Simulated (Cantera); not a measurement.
Feed: 1 mol Si2H6, 1.4 mol NO, equilibrated at 700 K and 1.60 mbar.

Cantera equilibrium calculation (NASA polynomials, part measured and part estimated; ideal gas, pure solids and liquids). The feed counts by its element totals alone. Kinetics and transport are ignored.

```
species              before     after
-------------------  ------  --------
H2                     1.00     0.706
SiO                   <1e-9     0.228
N2                    <1e-9    0.0633
H                     <1e-9   0.00239
Si                    <1e-9  0.000261
SiH                   <1e-9   1.48e-5
Si(s), mol            0.250     0.167
SiO2(α-quartz), mol   0.350         0
Si2N2O(s), mol        0.700     0.432
```
Gas species are given as mole fractions.

Name the change that produced these shifts.
A. Si2H6 replaced by SiH4
B. temperature from 700 K to 1900 K
C. temperature from 700 K to 1673 K
D. NO from 1.4 to 5.7 mol

C, temperature from 700 K to 1673 K. Mutual solubility and eutectic melting of coexisting phases are not modelled
